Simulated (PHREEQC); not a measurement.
Dissolve 0.0036 mol/kgw H2SO4 and 0.032 mol/kgw KH2PO4 at 40 °C. Closed to the air; pH follows from the charge balance.

All values are PHREEQC results (ion-association model, phreeqc.dat), not measurements.

```yaml
pH: 2.87
ionic_strength: 0.0361 mol/kgw
specific_conductance: 5010 µS/cm
total_alkalinity: -7.20 meq/kg
```

```csv
species,molality,activity,log γ
K+,0.0316,0.0262,-0.081
H2PO4-,0.0267,0.0225,-0.074
H3PO4,0.00530,0.00535,0.004
SO4-2,0.00288,0.00143,-0.304
H+,0.00158,0.00136,-0.064
KSO4-,0.000401,0.000338,-0.074
HSO4-,0.000320,0.000267,-0.078
HPO4-2,2.23e-6,1.11e-6,-0.303
KHPO4-,6.74e-8,5.68e-8,-0.074
```

This is a speciation only: nothing precipitates in the calculation. At this temperature some constants are extrapolated from 25 °C, and those without enthalpy data are left unchanged.
